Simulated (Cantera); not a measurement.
Thermodynamics of roasting and sulfation, feed MgCO3 + SO3 + H2O

Charge: 1 mol MgCO3, 0.45 mol SO3, 0.73 mol H2O, equilibrated at 1973 K and 2.70 bar.

These are equilibrium values from Cantera (NASA tables, ideal gas, pure condensed phases), not measurements of a reactor. Candidate condensed phases: C, C6H6, C7H8, C8H18, H2O, H2SO4, Mg, MgCO3, MgO, Mg(OH)2, MgS, MgSO4, S; 130 gas species. Equilibrium is a limit: real reactors are often held back by kinetics, nucleation or transport.

| Item | Result |
|---|---|
| x(CO2) | 0.415 |
| x(H2O) | 0.302 |
| x(SO2) | 0.186 |
| x(O2) | 0.0932 |
| x(OH) | 0.00198 |
| x(CO) | 0.000870 |
| x(SO3) | 0.000567 |
| x(H2) | 0.000141 |
| x(O) | 0.000101 |
| n(MgO(s)) | 1.000 mol |
| gas amount | 2.407 mol |
| log10 activity of S(l) (absent) | -7.03 |
| log10 activity of Mg(l) (absent) | -9.79 |
| log10 activity of C(graphite) (absent) | -9.84 |
